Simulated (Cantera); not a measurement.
## Equilibrium for titanium nitride, carbide and oxide coatings: Ti(OiPr)₄ + C₃H₈

Charge: 1 mol Ti(OiPr)₄, 0.57 mol C₃H₈, held at 0.133 bar.

Equilibrium computed with Cantera from the NASA thermochemical tables; the gas is ideal and each condensed phase is pure. Candidate condensed phases: C, C₆H₆, C₇H₈, C₈H₁₈, H₂O, Ti, TiC, TiO, TiO₂, Ti₂O₃, Ti₃O₅, Ti₄O₇; 113 gas species. The feed counts by its element totals alone. TiC: taken at fixed stoichiometry. Kinetics and transport are ignored.

At 1273 K the condensed part is C(graphite) + Ti₃O₅(s). From 1373 K to 2173 K the condensed part is C(graphite) + TiC(s).

```tsv
T (K)	x H₂	x CO	x H	x C₂H₂ (acetylene)	x CH₄	x H₂O	x CO₂	n C(graphite)	n Ti₃O₅(s)	n TiC(s)
1273	0.874	0.125	1.83e-6	3.25e-7	0.000956	0.000174	1.50e-5	11.4	0.333	0
1373	0.802	0.197	8.17e-6	1.39e-6	0.000432	9.87e-5	1.18e-5	8.70	0	1.00
1473	0.802	0.197	3.10e-5	5.22e-6	0.000252	4.42e-5	4.39e-6	8.71	0	1.00
1573	0.802	0.197	9.98e-5	1.66e-5	0.000158	2.19e-5	1.86e-6	8.71	0	1.00
1673	0.802	0.197	0.000279	4.57e-5	0.000104	1.19e-5	8.82e-7	8.71	0	1.00
1773	0.802	0.197	0.000698	0.000112	7.23e-5	6.89e-6	4.56e-7	8.70	0	1.00
1873	0.801	0.197	0.00158	0.000250	5.22e-5	4.24e-6	2.54e-7	8.70	0	1.00
1973	0.799	0.197	0.00330	0.000512	3.89e-5	2.74e-6	1.51e-7	8.69	0	1.00
2073	0.796	0.197	0.00643	0.000975	2.97e-5	1.85e-6	9.42e-8	8.67	0	1.00
2173	0.790	0.196	0.0117	0.00174	2.32e-5	1.29e-6	6.16e-8	8.64	0	1.000
```
x: gas mole fraction; n: condensed amount in mol.
